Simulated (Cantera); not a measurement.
Feed: 1 mol HgO, 1.4 mol N2, at 1.00 bar.

Method: chemical equilibrium by Gibbs-energy minimisation in Cantera with the NASA 1993 tables (ideal gas, pure condensed phases). Candidate condensed phases: Hg, HgO; 10 gas species. Equilibrium is a limit: real reactors are often held back by kinetics, nucleation or transport.

Task: Which condensed phases are stable at each of these points (T (K)): 573, 673, 773, 873, 973, 1073, 1173, 1273, 1373, 1473?

Result: 
| T (K) | condensed phases | Hg condensed (%) |
|---|---|---|
| 573 | HgO(s) | 98.6 |
| 673 | HgO(s) | 55.3 |
| 773 | gas only | 0.0 |
| 873 | gas only | 0.0 |
| 973 | gas only | 0.0 |
| 1073 | gas only | 0.0 |
| 1173 | gas only | 0.0 |
| 1273 | gas only | 0.0 |
| 1373 | gas only | 0.0 |
| 1473 | gas only | 0.0 |

From 573 K to 673 K the condensed part is HgO(s). From 773 K to 1473 K nothing is condensed.
